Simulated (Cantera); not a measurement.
## Fe2O3 + Cl2 (chemical vapour transport)

Charge: 1 mol Fe2O3, 0.087 mol Cl2, held at 0.0133 bar.

Method: chemical equilibrium by Gibbs-energy minimisation in Cantera with the NASA 1993 tables (ideal gas, pure condensed phases). Candidate condensed phases: Fe, FeCl2, FeCl3, FeO, Fe2O3, Fe3O4; 13 gas species. Mutual solubility and eutectic melting of coexisting phases are not modelled. Equilibrium is a limit: real reactors are often held back by kinetics, nucleation or transport.

From 1152 °C to 1202 °C the condensed part is Fe2O3(s). At 1227 °C the condensed part is Fe2O3(s) + Fe3O4(s). From 1252 °C to 1352 °C the condensed part is Fe3O4(s). The main Fe-bearing gas is FeCl2 throughout.

| T (°C) | log p O2 | log p FeCl2 | log p Cl | log p Cl2 | log p FeCl3 | n Fe2O3(s) | n Fe3O4(s) |
|---|---|---|---|---|---|---|---|
| 1152 | -2.31 | -2.26 | -2.97 | -3.02 | -3.03 | 0.967 | 0 |
| 1177 | -2.31 | -2.23 | -2.96 | -3.14 | -3.14 | 0.965 | 0 |
| 1202 | -2.30 | -2.21 | -2.94 | -3.27 | -3.26 | 0.964 | 0 |
| 1227 | -2.28 | -2.22 | -2.93 | -3.40 | -3.39 | 0.932 | 0.0211 |
| 1252 | -2.04 | -2.54 | -3.00 | -3.69 | -3.92 | 0 | 0.644 |
| 1277 | -2.04 | -2.54 | -2.99 | -3.79 | -4.03 | 0 | 0.643 |
| 1302 | -2.04 | -2.53 | -2.97 | -3.90 | -4.13 | 0 | 0.643 |
| 1327 | -2.04 | -2.53 | -2.96 | -4.00 | -4.24 | 0 | 0.643 |
| 1352 | -2.04 | -2.53 | -2.95 | -4.10 | -4.34 | 0 | 0.643 |
log p: log10 of the partial pressure in bar; n: condensed amount in mol.
